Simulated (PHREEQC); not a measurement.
## Polishing slurry liquid

Consider water at 20 °C with 0.3 mol/kgw TMAH. Closed to the air; pH follows from the charge balance.

All values are PHREEQC results (ion-association model, wateq4f.dat), not measurements.

Each row changes one thing in this solution. Precipitation was switched off in this run.

```json
[
 {"case": "as made", "pH": "13.48", "ionic strength (mol/kgw)": "0.300"},
 {"case": "0.0031 mol/kgw NaCl added", "pH": "13.48", "ionic strength (mol/kgw)": "0.303"},
 {"case": "0.013 mol/kgw (CH3)4NCl added", "pH": "13.48", "ionic strength (mol/kgw)": "0.313"},
 {"case": "TMAH from 0.3 to 0.27 mol/kgw", "pH": "13.44", "ionic strength (mol/kgw)": "0.270"},
 {"case": "diluted 5-fold with water", "pH": "12.85", "ionic strength (mol/kgw)": "0.0600"},
 {"case": "temperature from 20 to 30 °C", "pH": "13.15", "ionic strength (mol/kgw)": "0.300"},
 {"case": "TMAH replaced by (CH3)4NCl at the same molality", "pH": "7.05", "ionic strength (mol/kgw)": "0.300"},
 {"case": "0.015 mol/kgw CsBr added", "pH": "13.48", "ionic strength (mol/kgw)": "0.315"},
 {"case": "0.088 mol/kgw NaHCO3 added", "pH": "13.31", "ionic strength (mol/kgw)": "0.441"}
]
```

(CH3)4N+ isn't in the database: it is added as a free cation with an ion size of 4 Å.
